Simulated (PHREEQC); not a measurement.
0.011 g of hydrous ferric oxide (600 m²/g; 0.2 weak and 0.005 strong sites per Fe, Dzombak-Morel constants, diffuse double layer) in 1 kg of water with 0.001 mol/kgw of an inert sodium salt and 3.1e-07 mol/kgw MnCl2 and 2.5e-05 mol/kgw PbCl2, at 25 °C; the pH is set by adding NaOH or the inert anion's acid. No oxygen is let in. CO2 from the air is kept out. Precipitation was switched off in this run.

Model: ion-association model, wateq4f.dat, run in PHREEQC.

| pH | Mn sorbed (%) | Pb sorbed (%) | surface charge σ (C/m²) |
|---|---|---|---|
| 3 | 0.0 | 0.1 | 0.254 |
| 3.5 | 0.0 | 0.5 | 0.176 |
| 4 | 0.0 | 1.5 | 0.121 |
| 4.5 | 0.0 | 2.3 | 0.082 |
| 5 | 0.0 | 2.8 | 0.054 |
| 5.5 | 0.0 | 5.3 | 0.035 |
| 6.5 | 0.0 | 29.6 | 0.023 |
| 7 | 0.0 | 41.5 | 0.022 |
| 7.5 | 0.0 | 47.9 | 0.020 |
| 8 | 0.0 | 50.5 | 0.017 |
| 8.5 | 0.1 | 51.2 | 0.013 |
| 9 | 0.4 | 51.2 | 0.009 |

The oxide is taken as insoluble; below pH 4 it would dissolve.
